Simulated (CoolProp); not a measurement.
Diethyl ether along the isotherm 108.15 °C: Z from the reference equation and from simpler models built on Tc = 194.7 °C, pc = 3717 kPa, ω = 0.282; each cubic takes its own stable root.

The numbers come from the reference Helmholtz-energy equation of state, Thol 2014 in CoolProp.

```
p (kPa)   phase  reference
-------  ------  ---------
3100     liquid     0.1198
6200     liquid     0.2357
9290     liquid     0.3485
12400    liquid     0.4596
15500    liquid     0.5685
18600    liquid     0.6758
21700    liquid     0.7816
24800    liquid     0.8861
27900    liquid     0.9895
31000    liquid      1.092
34100    liquid      1.193
37200    liquid      1.294
```

How far does each simpler model (van der Waals, Peng-Robinson) lie from the reference over these 12 states: mean and median of the absolute difference, and the worst?


- van der Waals: mean 50.9 %, median 49.2 %, worst +62.5 % at 108.15 °C and 3100 kPa
- Peng-Robinson: mean 4.3 %, median 4.6 %, worst -5.5 % at 108.15 °C and 37200 kPa
